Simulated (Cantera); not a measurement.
Premixed flame

A freely propagating, adiabatic, planar premixed flame of 24.8 % H2, 18.8 % O2, 56.4 % N2, unburnt at 525 K and 7500 Torr; mixture-averaged transport, grid criteria slope 0.08 and curve 0.16, no radiation.

Computed with Cantera and the H2/O2 subset of GRI-Mech 3.0, which has no nitrogen chemistry. The hydrogen kinetics of GRI-Mech 3.0 are dated; newer H2 mechanisms differ, most at raised pressure. Burning velocities carry a grid error of a few per cent, more on coarse grids. Lean hydrogen flames are cellular in practice and burn faster than this planar one.

| z (mm) | T (K) | u (m/s) | x H2 | x O2 | x H2O | x H2O2 | x H | x HO2 |
|---|---|---|---|---|---|---|---|---|
| -0.0776 | 525 | 2.44 | 0.247 | 0.189 | 6.49e-6 | 1.88e-8 | <1e-8 | 7.31e-8 |
| -0.0517 | 526 | 2.44 | 0.244 | 0.189 | 5.09e-5 | 1.74e-7 | <1e-8 | 6.67e-7 |
| -0.0388 | 529 | 2.44 | 0.238 | 0.191 | 0.000236 | 9.70e-7 | <1e-8 | 3.69e-6 |
| -0.0259 | 551 | 2.48 | 0.219 | 0.195 | 0.00219 | 1.22e-5 | <1e-8 | 4.72e-5 |
| -0.0129 | 751 | 3.21 | 0.162 | 0.196 | 0.0281 | 0.000175 | 2.60e-5 | 0.000936 |
| -0.00647 | 1117 | 4.66 | 0.113 | 0.176 | 0.0822 | 0.000250 | 0.000935 | 0.00128 |
| 0 | 1529 | 6.31 | 0.0634 | 0.139 | 0.155 | 3.17e-5 | 0.00410 | 0.000721 |
| 0.00647 | 1809 | 7.45 | 0.0307 | 0.107 | 0.208 | 6.30e-6 | 0.00591 | 0.000358 |
| 0.0129 | 1968 | 8.09 | 0.0161 | 0.0901 | 0.234 | 4.37e-6 | 0.00508 | 0.000195 |
| 0.0259 | 2121 | 8.69 | 0.00720 | 0.0804 | 0.253 | 2.81e-6 | 0.00254 | 8.25e-5 |
| 0.0517 | 2222 | 9.07 | 0.00307 | 0.0782 | 0.263 | 1.73e-6 | 0.000743 | 3.22e-5 |
| 0.103 | 2268 | 9.24 | 0.00118 | 0.0782 | 0.268 | 1.17e-6 | 0.000179 | 1.49e-5 |
| 0.207 | 2282 | 9.29 | 0.000649 | 0.0784 | 0.270 | 1.03e-6 | 7.91e-5 | 1.12e-5 |
x: mole fraction of selected species; z is measured from the peak of heat release.

```
Quantity                     Result
------------------------  ---------
laminar burning velocity   245 cm/s
thermal thickness         0.0259 mm
peak x(H2O2)               0.000268
peak x(H)                   0.00592
peak x(HO2)                 0.00138
grid points                     113
```
